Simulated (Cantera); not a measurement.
Cantera run:

```python
import numpy as np
import cantera as ct

gas_names = """
    F F2 FS2F,fluorodisu H HF H2 H2F2 H2S H3F3 H4F4 H5F5 H6F6 H7F7 S SF SF2 SF3 SF4 SF5 SF6 SH S2
    S2F2,thiothiony S8 Si SiF SiF2 SiF3 SiF4 SiH SiHF3 SiH2 SiH2F2 SiH3 SiH3F SiH4 SiS Si2 Si3
""".split()
cond_names = """
    S(cr1) S(cr2) S(L) Si(cr) Si(L)
""".split()


# ... load() reads the species with a 1 bar reference pressure and builds the phases ...
atoms = {
    'Si': {'Si': 1},
    'SF6': {'S': 1, 'F': 6},
    'H2': {'H': 2},
}
top_T = {}  # K; cautious upper limits of use, not melting points


# ... equilibrate(T, P, feed) seeds the gas with the atoms and calls Mixture.equilibrate('TP', solver="vcs", rtol=1e-11, max_steps=5000) ...
results = []
feed = {'Si': 1, 'SF6': 2.5, 'H2': 5.3}  # mol
T = 1375  # K
P = 10000  # Pa
mix = equilibrate(T, P, feed)
results.append((T, P, feed, dict(zip(mix.species_names, mix.species_moles))))
x = sorted(zip(gas.X, gas.species_names), reverse=True)
print(f"T = {T:g} K  P = {P:g} Pa  gas = {mix.phase_moles(0):.4g} mol")
print("   x: " + "  ".join(f"{s} {v:.3e}" for v, s in x if v > 1e-05))
print("   condensed (mol): " + ("  ".join(f"{mix.phase(i).name} {mix.phase_moles(i):.4g}"
      for i in range(1, mix.n_phases) if mix.phase_moles(i) > 1e-12) or "none"))
```

Output:

```
T = 1375 K  P = 10000 Pa  gas = 12.85 mol
   x: HF 8.246e-01  S2 8.197e-02  SiF4 7.780e-02  S2F2,thiothiony 1.491e-02  SF2 5.607e-04  FS2F,fluorodisu 6.786e-05  SF 3.823e-05
   condensed (mol): none
```

Method: chemical equilibrium by Gibbs-energy minimisation in Cantera with the NASA 1993 tables (ideal gas, pure condensed phases). The tables' values for S2F2 (SSF2), FS2F (FSSF) are old estimates; treat these amounts as uncertain.
